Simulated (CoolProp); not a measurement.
Computed with CoolProp (reference Helmholtz-energy equation of state, Thol 2021).

### Question
For chlorine, give the phase and the cv (kJ/(kg K)) at 327.5 K and 0.0632 MPa; 327.5 K and 1.7 MPa.

### Answer
- 327.5 K and 0.0632 MPa: gas; cv 0.370
- 327.5 K and 1.7 MPa: liquid; cv 0.484
